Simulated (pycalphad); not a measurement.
An equivalent pycalphad script:

```python
from pycalphad import Database, equilibrium, calculate, variables as v
import numpy as np
db = Database('COST507.tdb')
comps = ['TI', 'HF', 'B', 'VA']
phases = ['B2M', 'B2TI', 'B4M3', 'B4TI3', 'BCC_A2', 'BETA_RHOMBO_B', 'BM', 'BTI', 'HCP_A3', 'LIQUID']
eq = equilibrium(db, comps, phases, {v.X('HF'): 0.0216, v.X('B'): 0.2204, v.T: np.arange(2850, 499, -50), v.P: 101325, v.N: 1}, output=['HM', 'SM'])
```

CALPHAD calculation (pycalphad, COST 507 light-alloy database (1999)), 1 atm. The database dates from 1999; later assessments differ in places, in temperatures and in the compounds included. Phase fractions are per mole of atoms. Diffusion is slow at the low end, where real alloys seldom reach equilibrium.

Results at three of the temperatures:

```
T = 1550.00 K, P = 101325 Pa, N = 1 mol of atoms
G = -111787 J/mol, H = 2389 J/mol, S = 73.66 J/(mol K)  (SER reference)
chemical potentials (J/mol): Ti -86834, Hf -152797, B -193588
phase             fraction      x(Ti)      x(Hf)       x(B)
BCC_A2              0.5612     0.9621     0.0361     0.0018
BM                  0.4388     0.4969     0.0031     0.5000
```

```
T = 1200.00 K, P = 101325 Pa, N = 1 mol of atoms
G = -87366 J/mol, H = -8567 J/mol, S = 65.67 J/(mol K)  (SER reference)
chemical potentials (J/mol): Ti -59053, Hf -108090, B -182709
phase             fraction      x(Ti)      x(Hf)       x(B)
BCC_A2              0.5605     0.9620     0.0368     0.0012
BM                  0.4395     0.4978     0.0022     0.5000
```

```
T = 1100.00 K, P = 101325 Pa, N = 1 mol of atoms
G = -80985 J/mol, H = -13930 J/mol, S = 60.96 J/(mol K)  (SER reference)
chemical potentials (J/mol): Ti -51839, Hf -93571, B -179988
phase             fraction      x(Ti)      x(Hf)       x(B)
HCP_A3              0.5608     0.9620     0.0366     0.0014
BM                  0.4392     0.4975     0.0025     0.5000
```

Changes of the phase set, refined by bisection:

```csv
T (K),phases above,phases below
2049.4,liquid,BM + liquid
1814.5,BM + liquid,bcc + BM
1130.5,bcc + BM,bcc + BM + hcp
1124.2,bcc + BM + hcp,BM + hcp
```

Database names, with the compositions (at.%) that they take in these runs: BM: Ti 50 B 50. BCC_A2 is bcc; HCP_A3 is hcp.
